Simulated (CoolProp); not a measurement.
The numbers come from the reference Helmholtz-energy equation of state, Akasaka 2023 in CoolProp.

### Question
Give the vapour pressure (MPa), vapour density (kg/m³), enthalpy of vaporisation (kJ/kg), liquid cp (kJ/(kg K)) of saturated R1336mzz(E) at -10.75, 7.75, 50.75 °C.

### Answer
```json
[
 {"T (°C)": "-10.75", "p (MPa)": "0.0446", "vapour density (kg/m³)": "3.44", "enthalpy of vaporisation (kJ/kg)": "163", "liquid cp (kJ/(kg K))": "1.21"},
 {"T (°C)": "7.75", "p (MPa)": "0.101", "vapour density (kg/m³)": "7.45", "enthalpy of vaporisation (kJ/kg)": "154", "liquid cp (kJ/(kg K))": "1.22"},
 {"T (°C)": "50.75", "p (MPa)": "0.440", "vapour density (kg/m³)": "31.2", "enthalpy of vaporisation (kJ/kg)": "129", "liquid cp (kJ/(kg K))": "1.29"}
]
```
